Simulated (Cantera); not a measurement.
Input: 1 mol B, 0.32 mol H2O, 0.54 mol N2, at 1475 K and 0.0710 bar.

These are equilibrium values from Cantera (NASA tables, ideal gas, pure condensed phases), not measurements of a reactor. Candidate condensed phases: B, BN, B2O3, B3O3H3, H2O; 39 gas species. N2 is the only nitrogen source here; it is nearly inert below about 1500 K, so the nitride shown seldom forms there in practice. Mutual solubility and eutectic melting of coexisting phases are not modelled. Gases not in the tables: H3BO3. Kinetics and transport are ignored.

Base state: H2 0.682, N2 0.313, HBO2 0.00282, H2O 0.00151, HBO 0.000594, B2O3 0.000182, H 4.02e-5 (mole fractions); condensed: BN(s) + B2O3(l).

Q: What changes in the equilibrium state with this change: B replaced by BF3?

A: 
```tsv
species	before	after
BF3	0	0.344
HF	0	0.260
N2	0.313	0.255
H2	0.682	3.49e-5
BOF	0	0.113
H2O	0.00151	0.0197
B3O3F3	0	0.00414
HBO	0.000594	2.39e-9
BN(s), mol	0.787	0
B2O3(l), mol	0.105	0
```
